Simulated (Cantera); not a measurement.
# Fe₂O₃ + C + CO (carbothermic reduction)

Input: 1 mol Fe₂O₃, 6.4 mol C, 0.25 mol CO, equilibrated at 1 atm.

Cantera equilibrium calculation (NASA polynomials, part measured and part estimated; ideal gas, pure solids and liquids). Candidate condensed phases: C, Fe, Fe(CO)₅, FeO, Fe₂O₃, Fe₃O₄; 15 gas species. Iron dissolves carbon and melts from about 1420 K in contact with it, which pure phases cannot show. Condensed phases not in the tables: cementite and carbon dissolved in iron. The numbers say what is thermodynamically allowed, not how fast it happens.

```json
[
 {"T (°C)": "950", "x CO": "0.986", "x Fe": "1.04e-10", "x CO₂": "0.0136", "x C₃": "<1e-12", "x C₂O": "<1e-12", "n C(graphite)": "3.44", "n Fe(γ)": "2.00", "n Fe(δ)": "0", "n Fe(l)": "0"},
 {"T (°C)": "1050", "x CO": "0.996", "x Fe": "2.05e-9", "x CO₂": "0.00397", "x C₃": "<1e-12", "x C₂O": "<1e-12", "n C(graphite)": "3.41", "n Fe(γ)": "2.00", "n Fe(δ)": "0", "n Fe(l)": "0"},
 {"T (°C)": "1150", "x CO": "0.999", "x Fe": "2.63e-8", "x CO₂": "0.00138", "x C₃": "<1e-12", "x C₂O": "<1e-12", "n C(graphite)": "3.40", "n Fe(γ)": "2.00", "n Fe(δ)": "0", "n Fe(l)": "0"},
 {"T (°C)": "1250", "x CO": "0.999", "x Fe": "2.40e-7", "x CO₂": "0.000550", "x C₃": "<1e-12", "x C₂O": "<1e-12", "n C(graphite)": "3.40", "n Fe(γ)": "2.00", "n Fe(δ)": "0", "n Fe(l)": "0"},
 {"T (°C)": "1350", "x CO": "1.000", "x Fe": "1.65e-6", "x CO₂": "0.000247", "x C₃": "<1e-12", "x C₂O": "6.91e-12", "n C(graphite)": "3.40", "n Fe(γ)": "2.00", "n Fe(δ)": "0", "n Fe(l)": "0"},
 {"T (°C)": "1450", "x CO": "1.000", "x Fe": "9.01e-6", "x CO₂": "0.000123", "x C₃": "<1e-12", "x C₂O": "3.94e-11", "n C(graphite)": "3.40", "n Fe(γ)": "0", "n Fe(δ)": "2.00", "n Fe(l)": "0"},
 {"T (°C)": "1550", "x CO": "1.000", "x Fe": "4.02e-5", "x CO₂": "6.60e-5", "x C₃": "<1e-12", "x C₂O": "1.85e-10", "n C(graphite)": "3.40", "n Fe(γ)": "0", "n Fe(δ)": "0", "n Fe(l)": "2.00"},
 {"T (°C)": "1650", "x CO": "1.000", "x Fe": "0.000146", "x CO₂": "3.80e-5", "x C₃": "3.80e-12", "x C₂O": "7.43e-10", "n C(graphite)": "3.40", "n Fe(γ)": "0", "n Fe(δ)": "0", "n Fe(l)": "2.00"},
 {"T (°C)": "1750", "x CO": "1.000", "x Fe": "0.000465", "x CO₂": "2.32e-5", "x C₃": "4.79e-11", "x C₂O": "2.59e-9", "n C(graphite)": "3.40", "n Fe(γ)": "0", "n Fe(δ)": "0", "n Fe(l)": "2.00"},
 {"T (°C)": "1850", "x CO": "0.999", "x Fe": "0.00132", "x CO₂": "1.49e-5", "x C₃": "4.73e-10", "x C₂O": "8.05e-9", "n C(graphite)": "3.40", "n Fe(γ)": "0", "n Fe(δ)": "0", "n Fe(l)": "2.00"},
 {"T (°C)": "1950", "x CO": "0.997", "x Fe": "0.00337", "x CO₂": "9.95e-6", "x C₃": "3.78e-9", "x C₂O": "2.25e-8", "n C(graphite)": "3.40", "n Fe(γ)": "0", "n Fe(δ)": "0", "n Fe(l)": "1.99"},
 {"T (°C)": "2050", "x CO": "0.992", "x Fe": "0.00794", "x CO₂": "6.86e-6", "x C₃": "2.51e-8", "x C₂O": "5.75e-8", "n C(graphite)": "3.40", "n Fe(γ)": "0", "n Fe(δ)": "0", "n Fe(l)": "1.97"},
 {"T (°C)": "2150", "x CO": "0.983", "x Fe": "0.0173", "x CO₂": "4.85e-6", "x C₃": "1.42e-7", "x C₂O": "1.35e-7", "n C(graphite)": "3.40", "n Fe(γ)": "0", "n Fe(δ)": "0", "n Fe(l)": "1.94"},
 {"T (°C)": "2250", "x CO": "0.965", "x Fe": "0.0354", "x CO₂": "3.46e-6", "x C₃": "6.99e-7", "x C₂O": "2.94e-7", "n C(graphite)": "3.40", "n Fe(γ)": "0", "n Fe(δ)": "0", "n Fe(l)": "1.88"}
]
```
x: gas mole fraction; n: condensed amount in mol.

From 950 °C to 1350 °C the condensed part is C(graphite) + Fe(γ). At 1450 °C the condensed part is C(graphite) + Fe(δ). From 1550 °C to 2250 °C the condensed part is C(graphite) + Fe(l).
